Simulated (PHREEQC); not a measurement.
Solution (20 °C): 0.0056 mol/kgw Pb(NO3)2. Closed to the air; pH follows from the charge balance.

Model: ion-association model, phreeqc.dat, run in PHREEQC.

Each row changes one thing in this solution. This is a speciation only: nothing precipitates in the calculation.

```csv
case,pH,ionic strength (mol/kgw)
as made,5.07,0.0158
diluted 5-fold with water,5.38,0.00330
Pb(NO3)2 replaced by Ba(NO3)2 at the same molality,7.07,0.0168
Pb(NO3)2 replaced by Zn(NO3)2 at the same molality,5.79,0.0168
Pb(NO3)2 from 0.0056 to 0.0028 mol/kgw,5.21,0.00810
Pb(NO3)2 from 0.0056 to 0.0112 mol/kgw,4.92,0.0305
Pb(NO3)2 from 0.0056 to 0.0084 mol/kgw,4.99,0.0233
diluted 10-fold with water,5.52,0.00166
```

Species that the database lacks are ignored.
